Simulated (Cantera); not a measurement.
Ignition delay

Mixture: H2 : O2 : N2 = 1 : 0.333 : 1.25 (molar parts), equivalence ratio 1.5, at 2.10 bar, adiabatic and at constant pressure. Ignition delay is the time to a rise of 400 K.

Cantera simulation using the H2/O2 subset of GRI-Mech 3.0, which has no nitrogen chemistry; the numbers are that mechanism's predictions, not measurements. The hydrogen kinetics of GRI-Mech 3.0 are dated; newer H2 mechanisms differ, most at raised pressure. Below about 950 K walls govern HO2 and H2O2 in real vessels.

```csv
T0 (K),delay (ms)
873,519
948,43.5
1023,1.41
1098,0.0675
1173,0.0310
1248,0.0190
```

```yaml
apparent activation energy between 1098 and 1248 K: 96 kJ/mol
```
